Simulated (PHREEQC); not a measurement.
A column of 0.5 m (30 cells, dispersivity 0.018 m, 300 s a shift, diffusion coefficient 3e-10 m²/s) holds 0.055 eq of the database's cation exchanger X per kg of pore water, first in equilibrium with 14 mmol/kgw CdCl2, 0.47 mmol/kgw MgSO4 and 0.01 mmol/kgw HCl. It is flushed with 0.032 mol/kgw Na2SO4 and 1e-05 mol/kgw HCl, at 15 °C. Values are for the last cell. The system is closed to CO2. Nothing may precipitate in this run.

Equilibrium calculation in PHREEQC: ion-association model, phreeqc.dat.

```json
[
 {"pore volumes": "0", "Na in solution (mol/kgw)": "0", "Cl in solution (mol/kgw)": "0.0280", "S in solution (mol/kgw)": "0.000470", "Mg in solution (mol/kgw)": "0.000470"},
 {"pore volumes": "0.4167", "Na in solution (mol/kgw)": "1.14e-6", "Cl in solution (mol/kgw)": "0.0280", "S in solution (mol/kgw)": "0.000485", "Mg in solution (mol/kgw)": "0.000470"},
 {"pore volumes": "0.95", "Na in solution (mol/kgw)": "0.0115", "Cl in solution (mol/kgw)": "0.0146", "S in solution (mol/kgw)": "0.0155", "Mg in solution (mol/kgw)": "0.000738"},
 {"pore volumes": "1.35", "Na in solution (mol/kgw)": "0.0347", "Cl in solution (mol/kgw)": "0.00293", "S in solution (mol/kgw)": "0.0287", "Mg in solution (mol/kgw)": "0.000576"},
 {"pore volumes": "1.75", "Na in solution (mol/kgw)": "0.0472", "Cl in solution (mol/kgw)": "0.000357", "S in solution (mol/kgw)": "0.0316", "Mg in solution (mol/kgw)": "0.000347"},
 {"pore volumes": "2.283", "Na in solution (mol/kgw)": "0.0540", "Cl in solution (mol/kgw)": "2.39e-5", "S in solution (mol/kgw)": "0.0320", "Mg in solution (mol/kgw)": "0.000197"},
 {"pore volumes": "2.683", "Na in solution (mol/kgw)": "0.0564", "Cl in solution (mol/kgw)": "1.11e-5", "S in solution (mol/kgw)": "0.0320", "Mg in solution (mol/kgw)": "0.000142"},
 {"pore volumes": "3.083", "Na in solution (mol/kgw)": "0.0580", "Cl in solution (mol/kgw)": "1.01e-5", "S in solution (mol/kgw)": "0.0320", "Mg in solution (mol/kgw)": "0.000109"},
 {"pore volumes": "3.617", "Na in solution (mol/kgw)": "0.0593", "Cl in solution (mol/kgw)": "1.00e-5", "S in solution (mol/kgw)": "0.0320", "Mg in solution (mol/kgw)": "8.09e-5"},
 {"pore volumes": "4.017", "Na in solution (mol/kgw)": "0.0600", "Cl in solution (mol/kgw)": "1.00e-5", "S in solution (mol/kgw)": "0.0320", "Mg in solution (mol/kgw)": "6.68e-5"}
]
```
